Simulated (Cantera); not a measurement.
Charge: 1 mol TiN, 9.2 mol HCl, at 1625 K and 0.0100 bar.

These are equilibrium values from Cantera (NASA tables, ideal gas, pure condensed phases), not measurements of a reactor. Candidate condensed phases: NH4Cl, Ti, TiCl2, TiCl3, TiCl4, TiN; 17 gas species. The tables' values for TiCl2 are old estimates; treat these amounts as uncertain. The numbers say what is thermodynamically allowed, not how fast it happens.

Base state: HCl 0.660, H2 0.174, TiCl3 0.0883, N2 0.0548, TiCl4 0.0202, TiCl2 0.00121, Cl 0.000878, H 0.000295 (mole fractions); condensed: gas only.

Q: What changes in the equilibrium state with this change: temperature from 1625 K to 1998 K?

A: 
```
species    before    after
-------  --------  -------
HCl         0.660    0.655
H2          0.174    0.159
TiCl3      0.0883   0.0847
Cl       0.000878   0.0196
TiCl2     0.00121   0.0181
TiCl4      0.0202  0.00363
N2         0.0548   0.0532
TiCl      8.19e-8  6.99e-5
H        0.000295  0.00640
```

Q: What changes in the equilibrium state with this change: pressure from 0.0100 bar to 0.133 bar?

A: 
| species | before | after |
|---|---|---|
| HCl | 0.660 | 0.642 |
| H2 | 0.174 | 0.191 |
| TiCl3 | 0.0883 | 0.0626 |
| TiCl4 | 0.0202 | 0.0485 |
| N2 | 0.0548 | 0.0556 |
| TiCl2 | 0.00121 | 0.000254 |
| Cl | 0.000878 | 0.000223 |
| H | 0.000295 | 8.45e-5 |

Q: What changes in the equilibrium state with this change: HCl from 9.2 to 74 mol?

A: 
```tsv
species	before	after
HCl	0.660	0.951
H2	0.174	0.0250
TiCl3	0.0883	0.00723
N2	0.0548	0.00677
TiCl4	0.0202	0.00628
TiCl2	0.00121	2.61e-5
Cl	0.000878	0.00334
```
